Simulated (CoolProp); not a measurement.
Vapour-liquid equilibrium of CH2F2 (R32) (1) + R142b (2) at -33.65 °C; x and y are mole fractions of (1).

Computed with CoolProp (multi-fluid Helmholtz-energy mixture model, Tillner-Roth 1997 and Lemmon 2006; pair parameters Bell 2016).

Problem. Give the bubble pressure and the first vapour's composition at x = 0.35, 0.5, 0.875. Is there an azeotrope?

Solution. x = 0.35: 124.1 kPa, y = 0.813; x = 0.5: 154.7 kPa, y = 0.876; x = 0.875: 214.1 kPa, y = 0.966. No azeotrope shows between x = 0.05 and 0.95.

Pair parameters are fitted to limited data, so mixtures are less certain than the pure fluids.
